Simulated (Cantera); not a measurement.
Cantera run, input and output.

```python
import numpy as np
import cantera as ct

gas = ct.Solution("gri30.yaml")


def delay(T, t_max=10):
    gas.TPX = T, 100000, {'CH4': 1, 'O2': 1.82, 'N2': 6.84}
    reactor = ct.IdealGasConstPressureReactor(gas, clone=False)
    net = ct.ReactorNet([reactor])
    net.rtol, net.atol = 1e-8, 1e-16
    while net.time < t_max:
        t_old, T_old = net.time, reactor.T
        net.step()
        if reactor.T > T + 400:  # ignition: a rise of 400 K
            return t_old + (T + 400 - T_old) / (reactor.T - T_old) * (net.time - t_old)
    return np.nan


taus = []
for T in [1273, 1348, 1423, 1498, 1573, 1648, 1723, 1798, 1873]:
    taus.append(delay(T))
    print(f"T0 = {T:6g} K   tau = {taus[-1]:.4e} s")
```

Result:

```
T0 =   1273 K   tau = 1.7636e-02 s
T0 =   1348 K   tau = 6.7464e-03 s
T0 =   1423 K   tau = 2.7818e-03 s
T0 =   1498 K   tau = 1.2439e-03 s
T0 =   1573 K   tau = 6.0703e-04 s
T0 =   1648 K   tau = 3.2274e-04 s
T0 =   1723 K   tau = 1.8513e-04 s
T0 =   1798 K   tau = 1.1312e-04 s
T0 =   1873 K   tau = 7.2808e-05 s
```

Cantera simulation using GRI-Mech 3.0 (53 species, 325 reactions); the numbers are that mechanism's predictions, not measurements.
